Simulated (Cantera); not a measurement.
An isothermal, constant-pressure homogeneous reactor starts with H2 : O2 = 0.028 : 1 (molar parts), at 1473 K and 0.00128 atm. Integrator tolerance rtol = 1e-08.

Model: GRI-Mech 3.0 (53 species, 325 reactions), integrated in Cantera. Radical loss at walls, strong at low pressure, is not modelled.

| quantity | before | after |
|---|---|---|
| x(H2) at 20.0 s | 0.000125 (gas-phase equilibrium 1.02e-6) | 2.58e-6 (gas-phase equilibrium 4.83e-7) |
| x(O2) at 20.0 s | 0.961 (gas-phase equilibrium 0.972) | 0.972 (gas-phase equilibrium 0.972) |
| x(H2O) at 20.0 s | 0.0257 (gas-phase equilibrium 0.0275) | 0.0274 (gas-phase equilibrium 0.0275) |
| x(OH) at 20.0 s | 0.00275 (gas-phase equilibrium 0.000250) | 0.000398 (gas-phase equilibrium 0.000172) |
| x(H2O2) at 20.0 s | 1.59e-9 (gas-phase equilibrium 1.73e-10) | 8.51e-10 (gas-phase equilibrium 3.66e-10) |
| x(O) at 20.0 s | 0.00992 (gas-phase equilibrium 7.68e-5) | 0.000195 (gas-phase equilibrium 3.64e-5) |
| x(H) at 20.0 s | 0.000512 (gas-phase equilibrium 3.57e-7) | 1.44e-6 (gas-phase equilibrium 1.16e-7) |

Question: Name the change that produced these shifts.
A. H2 0.028 to 0.0039 parts
B. H2 0.028 to 0.017 parts
C. pressure from 0.00128 atm to 0.0336 atm
D. pressure from 0.00128 atm to 0.00572 atm

Answer: D, pressure from 0.00128 atm to 0.00572 atm
